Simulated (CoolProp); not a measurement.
Vapour-liquid equilibrium of R22 (1) + n-hexane (2) at 4.13 bar; x and y are mole fractions of (1).

The numbers come from the multi-fluid Helmholtz-energy mixture model, Kamei 1995 and Thol 2019; pair parameters Bell 2016 in CoolProp.

Q: Give the bubble temperature and the first vapour's composition at x = 0.35, 0.5, 0.8. Is there an azeotrope?

A: x = 0.35: 20.2 °C, y = 0.967; x = 0.5: 10.8 °C, y = 0.981; x = 0.8: 0.4 °C, y = 0.993. No azeotrope shows between x = 0.05 and 0.95.

Pair parameters are fitted to limited data, so mixtures are less certain than the pure fluids. The gap from Raoult's law changes sign with composition, which may be real or a fault of the pair parameters; it wasn't checked against measurements.
